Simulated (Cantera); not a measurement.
Feed: 1 mol AlN, a varied amount of Cl2, 2.5 mol H2, at 1198.15 K and 2.30 bar.

Equilibrium computed with Cantera from the NASA thermochemical tables; the gas is ideal and each condensed phase is pure. Candidate condensed phases: Al, AlCl3, AlN, NH4Cl; 20 gas species. The tables' values for AlCl2 are old estimates; treat these amounts as uncertain. The numbers say what is thermodynamically allowed, not how fast it happens.

Problem. At 1.4 mol Cl2, list the 4 most abundant gas species with their mole fractions, and the condensed phases.

Solution. H2 0.579, AlCl3 0.196, HCl 0.125, N2 0.0990. Condensed: AlN(s).
